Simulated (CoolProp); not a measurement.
Vapour-liquid equilibrium of hydrogen chloride (1) + n-butane (2) at 254.3 K; x and y are mole fractions of (1).

The numbers come from the multi-fluid Helmholtz-energy mixture model, Thol 2018 and Bücker 2006; pair parameters Bell 2016 in CoolProp.

| x | bubble pressure, mixture model (bar) | bubble pressure, Raoult's law (bar) | y, mixture model | y, Raoult's law |
|---|---|---|---|---|
| 0.05 | 1.834 | 1.217 | 0.741 | 0.628 |
| 0.15 | 4.450 | 2.698 | 0.895 | 0.850 |
| 0.25 | 6.659 | 4.180 | 0.932 | 0.915 |
| 0.35 | 8.342 | 5.661 | 0.947 | 0.945 |
| 0.45 | 9.566 | 7.143 | 0.956 | 0.963 |
| 0.55 | 10.50 | 8.625 | 0.962 | 0.975 |
| 0.65 | 11.31 | 10.11 | 0.967 | 0.984 |
| 0.75 | 12.18 | 11.59 | 0.973 | 0.990 |
| 0.85 | 13.22 | 13.07 | 0.981 | 0.995 |
| 0.95 | 14.52 | 14.55 | 0.993 | 0.998 |

The largest gap from Raoult's law is +64.9 % in bubble pressure, at x = 0.15. No azeotrope shows between x = 0.05 and 0.95.

The pair parameters rest on a limited set of measurements; away from them the model extrapolates. With so large a gap from Raoult's law the liquid may split in two, which this calculation doesn't test in full.
